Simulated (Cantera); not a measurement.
A Cantera script and what it prints.

```python
import numpy as np
import cantera as ct

gas_names = """
    CL CL2 N N2 Si SiCL SiCL2 SiCL3 SiCL4 SiN Si2 Si2N Si3
""".split()
cond_names = """
    Si(cr) Si(L) Si3N4(a)
""".split()


# ... load() reads the species with a 1 bar reference pressure and builds the phases ...
atoms = {
    'SiCl4': {'Si': 1, 'CL': 4},
    'Cl2': {'CL': 2},
    'N2': {'N': 2},
}
top_T = {'Si3N4(a)': 2400}  # K; cautious upper limits of use, not melting points


# ... equilibrate(T, P, feed) seeds the gas with the atoms and calls Mixture.equilibrate('TP', solver="vcs", rtol=1e-11, max_steps=5000) ...
results = []
feed = {'SiCl4': 1, 'Cl2': 0.03, 'N2': 3.4}  # mol
T = 1550  # K
P = 10000  # Pa
mix = equilibrate(T, P, feed)
results.append((T, P, feed, dict(zip(mix.species_names, mix.species_moles))))
print(gas.report(threshold=0.001))
for i in range(1, mix.n_phases):
    print(f"{mix.phase(i).name:16s} {mix.phase_moles(i):12.5e} mol")
```

Result:

```
       temperature   1550 K
          pressure   10000 Pa
           density   0.046534 kg/m^3
  mean mol. weight   59.97 kg/kmol
   phase of matter   gas

                          1 kg             1 kmol
                     ---------------   ---------------
          enthalpy       -1.4501e+06       -8.6961e+07  J
   internal energy        -1.665e+06       -9.9849e+07  J
           entropy            5406.9        3.2425e+05  J/K
    Gibbs function       -9.8307e+06       -5.8955e+08  J
 heat capacity c_p            849.88             50967  J/K
 heat capacity c_v            711.24             42653  J/K

                      mass frac. Y      mole frac. X     chem. pot. / RT
                     ---------------   ---------------   ---------------
                CL         0.0064346          0.010885           -19.547
               CL2          0.002139         0.0018092           -39.095
                N2           0.35639           0.76292           -28.687
             SiCL3         0.0022747         0.0010147           -85.615
             SiCL4           0.63274           0.22336           -105.16
     [   +8 minor]        2.1195e-05        1.2841e-05

Si(cr)            0.00000e+00 mol
Si3N4(a)          0.00000e+00 mol
```

Equilibrium computed with Cantera from the NASA thermochemical tables; the gas is ideal and each condensed phase is pure. The tables' values for SiCl3 are old estimates; treat these amounts as uncertain.
